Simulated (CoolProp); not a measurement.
The fluoroketone C6F12O (FK-5-1-12) along the isotherm 67.45 °C: density (kg/m³) from the reference equation and from simpler models built on Tc = 168.7 °C, pc = 1869 kPa, ω = 0.471; each cubic takes its own stable root.

Computed with CoolProp (reference Helmholtz-energy equation of state, McLinden 2015).

```
p (kPa)   phase  reference
-------  ------  ---------
71.9        gas      8.325
144         gas      17.37
216      liquid       1465
288      liquid       1466
359      liquid       1466
431      liquid       1467
503      liquid       1467
575      liquid       1468
647      liquid       1469
719      liquid       1469
791      liquid       1470
863      liquid       1471
935      liquid       1471
```

Question: How far does each simpler model (van der Waals, Redlich-Kwong, Soave-Redlich-Kwong) lie from the reference over these 13 states: mean and median of the absolute difference, and the worst?

Answer: 
- van der Waals: mean 60.8 %, median 41.6 %, worst -98.2 % at 67.45 °C and 216 kPa
- Redlich-Kwong: mean 26.5 %, median 16.3 %, worst -98.2 % at 67.45 °C and 216 kPa
- Soave-Redlich-Kwong: mean 7.8 %, median 9.2 %, worst -9.4 % at 67.45 °C and 216 kPa

At some of these states van der Waals, Redlich-Kwong gives the other phase, because its saturation line lies elsewhere.
